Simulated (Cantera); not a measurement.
A closed system holds: 1 mol CO2, 2.5 mol O2, held at 2152 °C and 133 Pa.

Method: chemical equilibrium by Gibbs-energy minimisation in Cantera with the NASA 1993 tables (ideal gas, pure condensed phases). Candidate condensed phases: C; 12 gas species. The numbers say what is thermodynamically allowed, not how fast it happens.

Base state: O2 0.557, O 0.202, CO2 0.127, CO 0.114 (mole fractions); condensed: gas only.

What changes in the equilibrium state with this change: CO2 replaced by HF?


```
species  before     after
-------  ------  --------
O2        0.557     0.533
HF            0     0.238
O         0.202     0.198
CO2       0.127         0
CO        0.114         0
F             0    0.0160
OH            0   0.00756
H             0   0.00611
H2O           0   0.00101
H2            0  0.000156
```
Further candidate phases: H2O.

What changes in the equilibrium state with this change: temperature from 2152 °C to 3150 °C?


| species | before | after |
|---|---|---|
| O | 0.202 | 0.850 |
| CO | 0.114 | 0.143 |
| O2 | 0.557 | 0.00590 |
| CO2 | 0.127 | 0.000315 |
